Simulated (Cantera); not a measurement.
Adiabatic ignition

An adiabatic, constant-pressure homogeneous reactor starts with 3.17 % C3H8, 20.3 % O2, 76.5 % N2, equivalence ratio 0.78, at 1550 K and 1.70 bar.

Cantera simulation using GRI-Mech 3.0 (53 species, 325 reactions); the numbers are that mechanism's predictions, not measurements. GRI-Mech 3.0 was tuned for natural gas; its chemistry of propane as a main component is partial and can be far from experiment.

```json
[
 {"t (s)": "2.00e-6", "T (K)": "1546", "x C3H8": "0.0311", "x O2": "0.203", "x N2O": "9.80e-11", "x CH2": "5.84e-8", "x CH2CO": "1.93e-7", "x CH4": "8.99e-6", "x HCO": "1.48e-8"},
 {"t (s)": "8.29e-6", "T (K)": "1539", "x C3H8": "0.0276", "x O2": "0.201", "x N2O": "1.08e-9", "x CH2": "7.37e-7", "x CH2CO": "2.67e-5", "x CH4": "0.000210", "x HCO": "9.00e-7"},
 {"t (s)": "3.44e-5", "T (K)": "1877", "x C3H8": "0.000161", "x O2": "0.137", "x N2O": "4.64e-8", "x CH2": "7.12e-5", "x CH2CO": "0.00515", "x CH4": "0.00258", "x HCO": "0.000155"},
 {"t (s)": "0.000143", "T (K)": "2664", "x C3H8": "<1e-12", "x O2": "0.0522", "x N2O": "6.59e-7", "x CH2": "<1e-12", "x CH2CO": "<1e-12", "x CH4": "<1e-12", "x HCO": "2.58e-8"},
 {"t (s)": "0.000591", "T (K)": "2734", "x C3H8": "<1e-12", "x O2": "0.0489", "x N2O": "8.89e-7", "x CH2": "<1e-12", "x CH2CO": "<1e-12", "x CH4": "<1e-12", "x HCO": "1.75e-8"},
 {"t (s)": "0.00245", "T (K)": "2725", "x C3H8": "<1e-12", "x O2": "0.0455", "x N2O": "9.63e-7", "x CH2": "<1e-12", "x CH2CO": "<1e-12", "x CH4": "<1e-12", "x HCO": "1.70e-8"},
 {"t (s)": "0.0102", "T (K)": "2722", "x C3H8": "<1e-12", "x O2": "0.0444", "x N2O": "1.00e-6", "x CH2": "<1e-12", "x CH2CO": "<1e-12", "x CH4": "<1e-12", "x HCO": "1.69e-8"},
 {"t (s)": "0.0421", "T (K)": "2722", "x C3H8": "<1e-12", "x O2": "0.0444", "x N2O": "1.00e-6", "x CH2": "<1e-12", "x CH2CO": "<1e-12", "x CH4": "<1e-12", "x HCO": "1.69e-8"},
 {"t (s)": "0.175", "T (K)": "2722", "x C3H8": "<1e-12", "x O2": "0.0444", "x N2O": "1.00e-6", "x CH2": "<1e-12", "x CH2CO": "<1e-12", "x CH4": "<1e-12", "x HCO": "1.69e-8"},
 {"t (s)": "0.724", "T (K)": "2722", "x C3H8": "<1e-12", "x O2": "0.0444", "x N2O": "1.00e-6", "x CH2": "<1e-12", "x CH2CO": "<1e-12", "x CH4": "<1e-12", "x HCO": "1.69e-8"},
 {"t (s)": "3.00", "T (K)": "2722", "x C3H8": "<1e-12", "x O2": "0.0444", "x N2O": "1.00e-6", "x CH2": "<1e-12", "x CH2CO": "<1e-12", "x CH4": "<1e-12", "x HCO": "1.69e-8"}
]
```
x: mole fraction; the columns are a selection and need not sum to one.

```yaml
time_of_steepest_temperature_rise: 36.0 µs
temperature at 3.00 s: 2722 K
equilibrium_temperature: 2722 K
x(C3H8) at 3.00 s: <1e-12 (gas-phase equilibrium <1e-12)
x(O2) at 3.00 s: 0.0444 (gas-phase equilibrium 0.0444)
x(N2O) at 3.00 s: 1.00e-6 (gas-phase equilibrium 1.00e-6)
```
